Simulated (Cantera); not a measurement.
Charge: 1 mol SiHCl₃, 0.35 mol HCl, 11 mol H₂, equilibrated at 1098 K and 15.0 Torr.

Method: chemical equilibrium by Gibbs-energy minimisation in Cantera with the NASA 1993 tables (ideal gas, pure condensed phases). Candidate condensed phases: Si; 19 gas species. The tables' values for SiCl₃ are old estimates; treat these amounts as uncertain. Kinetics and transport are ignored.

Base state: H₂ 0.889, HCl 0.0512, SiCl₄ 0.0395, SiHCl₃ 0.00999, SiCl₂ 0.00598, SiCl₃ 0.00410, SiH₂Cl₂ 0.000302 (mole fractions); condensed: Si(s).

**Question.** What changes in the equilibrium state with this change: temperature from 1098 K to 1523 K?

**Answer.** 
| species | before | after |
|---|---|---|
| H₂ | 0.889 | 0.815 |
| HCl | 0.0512 | 0.122 |
| SiCl₂ | 0.00598 | 0.0599 |
| SiCl₄ | 0.0395 | 0.000304 |
| SiCl | <1e-9 | 1.04e-5 |
| Cl | 8.51e-9 | 1.78e-5 |
| H | 1.65e-7 | 0.000148 |
| SiHCl₃ | 0.00999 | 0.000227 |
| Si(s), mol | 0.240 | 0.161 |
The tables' values for SiCl₃, SiCl are old estimates; treat these amounts as uncertain.

**Question.** What changes in the equilibrium state with this change: SiHCl₃ replaced by Si₃H₈?

**Answer.** 
| species | before | after |
|---|---|---|
| H₂ | 0.889 | 0.980 |
| HCl | 0.0512 | 0.0179 |
| SiCl₂ | 0.00598 | 0.000662 |
| SiCl₄ | 0.0395 | 0.000484 |
| SiCl₃ | 0.00410 | 0.000151 |
| SiHCl₃ | 0.00999 | 0.000386 |
| SiH₂Cl₂ | 0.000302 | 3.69e-5 |
| Si(s), mol | 0.240 | 2.97 |
The feed counts by its element totals alone.

**Question.** What changes in the equilibrium state with this change: H₂ from 11 to 42 mol?

**Answer.** 
```
species       before     after
----------  --------  --------
H₂             0.889     0.953
HCl           0.0512    0.0338
SiCl₄         0.0395   0.00653
SiCl₃        0.00410   0.00106
SiHCl₃       0.00999   0.00268
SiCl₂        0.00598   0.00243
SiH₂Cl₂     0.000302  0.000132
Si(s), mol     0.240     0.436
```
